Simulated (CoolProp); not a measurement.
n-dodecane along the isobar 0.0741 MPa: Z from the reference equation and from simpler models built on Tc = 385.0 °C, pc = 1.818 MPa, ω = 0.574; each cubic takes its own stable root.

Model: reference Helmholtz-energy equation of state, Lemmon 2004, in CoolProp. It is a short technical equation, of lower accuracy than the large ones.

```json
[
 {"T (°C)": "97.35", "phase": "liquid", "reference": "0.005921"},
 {"T (°C)": "101.65", "phase": "liquid", "reference": "0.005881"},
 {"T (°C)": "105.95", "phase": "liquid", "reference": "0.005842"},
 {"T (°C)": "110.25", "phase": "liquid", "reference": "0.005804"},
 {"T (°C)": "114.55", "phase": "liquid", "reference": "0.005768"},
 {"T (°C)": "118.85", "phase": "liquid", "reference": "0.005732"},
 {"T (°C)": "123.15", "phase": "liquid", "reference": "0.005698"},
 {"T (°C)": "127.45", "phase": "liquid", "reference": "0.005665"},
 {"T (°C)": "131.75", "phase": "liquid", "reference": "0.005633"},
 {"T (°C)": "136.05", "phase": "liquid", "reference": "0.005602"},
 {"T (°C)": "140.35", "phase": "liquid", "reference": "0.005573"},
 {"T (°C)": "144.65", "phase": "liquid", "reference": "0.005544"},
 {"T (°C)": "148.95", "phase": "liquid", "reference": "0.005517"},
 {"T (°C)": "153.25", "phase": "liquid", "reference": "0.005490"},
 {"T (°C)": "157.55", "phase": "liquid", "reference": "0.005465"}
]
```

### Question
How far does each simpler model (van der Waals, Soave-Redlich-Kwong) lie from the reference over these 15 states: mean and median of the absolute difference, and the worst?

### Answer
- van der Waals: mean 16829.2 %, median 16855.0 %, worst +17587.1 % at 157.55 °C and 0.0741 MPa
- Soave-Redlich-Kwong: mean 22.3 %, median 22.2 %, worst +23.1 % at 97.35 °C and 0.0741 MPa

At some of these states van der Waals gives the other phase, because its saturation line lies elsewhere.
